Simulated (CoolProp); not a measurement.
Properties of R125 along the isobar 13.2 MPa.

Model: reference Helmholtz-energy equation of state, Lemmon 2005, in CoolProp.

```json
[
 {"T (°C)": "9.25", "phase": "liquid", "isothermal compressibility (1/MPa)": "0.003796", "viscosity (µPa s)": "232", "conductivity (mW/(m K))": "…"},
 {"T (°C)": "22.35", "phase": "liquid", "isothermal compressibility (1/MPa)": "…", "viscosity (µPa s)": "199", "conductivity (mW/(m K))": "71.1"},
 {"T (°C)": "35.35", "phase": "liquid", "isothermal compressibility (1/MPa)": "0.005964", "viscosity (µPa s)": "173", "conductivity (mW/(m K))": "66.9"},
 {"T (°C)": "48.45", "phase": "liquid", "isothermal compressibility (1/MPa)": "0.007669", "viscosity (µPa s)": "149", "conductivity (mW/(m K))": "62.9"},
 {"T (°C)": "61.55", "phase": "liquid", "isothermal compressibility (1/MPa)": "0.01004", "viscosity (µPa s)": "129", "conductivity (mW/(m K))": "59.3"},
 {"T (°C)": "74.55", "phase": "supercritical", "isothermal compressibility (1/MPa)": "0.01334", "viscosity (µPa s)": "112", "conductivity (mW/(m K))": "…"},
 {"T (°C)": "87.65", "phase": "supercritical", "isothermal compressibility (1/MPa)": "0.01799", "viscosity (µPa s)": "…", "conductivity (mW/(m K))": "52.9"},
 {"T (°C)": "100.75", "phase": "supercritical", "isothermal compressibility (1/MPa)": "…", "viscosity (µPa s)": "83.3", "conductivity (mW/(m K))": "50.2"},
 {"T (°C)": "113.75", "phase": "supercritical", "isothermal compressibility (1/MPa)": "0.03240", "viscosity (µPa s)": "71.9", "conductivity (mW/(m K))": "47.8"},
 {"T (°C)": "126.85", "phase": "supercritical", "isothermal compressibility (1/MPa)": "0.04173", "viscosity (µPa s)": "62.5", "conductivity (mW/(m K))": "45.7"},
 {"T (°C)": "139.95", "phase": "supercritical", "isothermal compressibility (1/MPa)": "0.05107", "viscosity (µPa s)": "54.9", "conductivity (mW/(m K))": "44.0"},
 {"T (°C)": "152.95", "phase": "supercritical", "isothermal compressibility (1/MPa)": "0.05902", "viscosity (µPa s)": "49.1", "conductivity (mW/(m K))": "42.6"},
 {"T (°C)": "166.05", "phase": "supercritical", "isothermal compressibility (1/MPa)": "0.06497", "viscosity (µPa s)": "44.8", "conductivity (mW/(m K))": "…"}
]
```

### Question
Complete the blanks.

### Answer

- 9.25, conductivity (mW/(m K)): 75.6
- 22.35, isothermal compressibility (1/MPa): 0.004725
- 74.55, conductivity (mW/(m K)): 55.9
- 87.65, viscosity (µPa s): 96.6
- 100.75, isothermal compressibility (1/MPa): 0.02434
- 166.05, conductivity (mW/(m K)): 41.6

Viscosity comes from a separate model (Huber 2006). Thermal conductivity comes from a separate model (Perkins 2006).
